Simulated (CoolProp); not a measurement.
Vapour-liquid equilibrium of n-perfluoropentane (1) + n-pentane (2) at 26.75 °C; x and y are mole fractions of (1).

Values from CoolProp's multi-fluid Helmholtz-energy mixture model, Gao 2022 and Thol 2019; pair parameters Bell 2016.

```json
[
 {"x": "0.05", "bubble pressure, mixture model (MPa)": "…", "bubble pressure, Raoult's law (MPa)": "0.07387", "y, mixture model": "0.314", "y, Raoult's law": "0.062"},
 {"x": "0.2", "bubble pressure, mixture model (MPa)": "…", "bubble pressure, Raoult's law (MPa)": "0.07677", "y, mixture model": "0.499", "y, Raoult's law": "0.240"},
 {"x": "0.35", "bubble pressure, mixture model (MPa)": "0.1348", "bubble pressure, Raoult's law (MPa)": "0.07966", "y, mixture model": "…", "y, Raoult's law": "0.405"},
 {"x": "0.5", "bubble pressure, mixture model (MPa)": "0.1348", "bubble pressure, Raoult's law (MPa)": "0.08255", "y, mixture model": "…", "y, Raoult's law": "0.558"},
 {"x": "0.65", "bubble pressure, mixture model (MPa)": "0.1339", "bubble pressure, Raoult's law (MPa)": "0.08544", "y, mixture model": "0.540", "y, Raoult's law": "0.701"},
 {"x": "0.8", "bubble pressure, mixture model (MPa)": "0.1266", "bubble pressure, Raoult's law (MPa)": "0.08833", "y, mixture model": "…", "y, Raoult's law": "0.835"},
 {"x": "0.95", "bubble pressure, mixture model (MPa)": "…", "bubble pressure, Raoult's law (MPa)": "0.09122", "y, mixture model": "…", "y, Raoult's law": "0.960"}
]
```

Question: Fill in the missing entries.

Answer: 
- 0.05, bubble pressure, mixture model (MPa): 0.1029
- 0.2, bubble pressure, mixture model (MPa): 0.1324
- 0.35, y, mixture model: 0.516
- 0.5, y, mixture model: 0.517
- 0.8, y, mixture model: 0.621
- 0.95, bubble pressure, mixture model (MPa): 0.1042
- 0.95, y, mixture model: 0.848

The largest gap from Raoult's law is +72.5 % in bubble pressure, at x = 0.2. y crosses x between x = 0.5 and 0.65: the model has an azeotrope there.

Pair parameters are fitted to limited data, so mixtures are less certain than the pure fluids. With so large a gap from Raoult's law the liquid may split in two, which this calculation doesn't test in full.
